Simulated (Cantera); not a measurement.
A perfectly stirred reactor is fed with H₂ : O₂ : N₂ = 1.7 : 1 : 10 (molar parts), equivalence ratio 0.85, at 19000 Pa; it is held at 900 K, and followed from long to short residence time.

Detailed kinetics in Cantera: the H2/O2 subset of GRI-Mech 3.0, which has no nitrogen chemistry. Below about 950 K walls govern HO2 and H2O2 in real vessels. The temperature is held fixed by assumption; the heat of reaction is taken as removed at once.

Q: What does this change do: temperature 900 to 950 K?

A: 
```tsv
quantity	before	after
x(H₂) at τ = 1.40 s	0.00292	0.00128
x(O₂) at τ = 1.40 s	0.0141	0.0133
x(HO₂) at τ = 1.40 s	4.83e-6	3.75e-6
x(H₂O) at τ = 1.40 s	0.140	0.142
x(H) at τ = 1.40 s	3.97e-5	4.93e-5
x(H₂) at τ = 63.0 ms	0.0125	0.00694
x(O₂) at τ = 63.0 ms	0.0189	0.0162
x(HO₂) at τ = 63.0 ms	6.90e-6	5.27e-6
x(H₂O) at τ = 63.0 ms	0.130	0.135
x(H) at τ = 63.0 ms	0.000624	0.000855
```
